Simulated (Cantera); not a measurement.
Charge: 1 mol Cu2O, 4.2 mol C, 0.49 mol N2, equilibrated at 1273.15 K and 0.410 bar.

These are equilibrium values from Cantera (NASA tables, ideal gas, pure condensed phases), not measurements of a reactor. Candidate condensed phases: C, Cu, CuO, Cu2O; 27 gas species. Rates play no part.

Base state: CO 0.669, N2 0.329, CO2 0.00132 (mole fractions); condensed: C(graphite) + Cu(s).

### Question
What changes in the equilibrium state with this change: N2 from 0.49 to 14 mol?

### Answer
| species | before | after |
|---|---|---|
| N2 | 0.329 | 0.933 |
| CO | 0.669 | 0.0666 |
| CO2 | 0.00132 | 1.31e-5 |
| C(graphite), mol | 3.20 | 3.20 |
| Cu(s), mol | 2.00 | 2.00 |
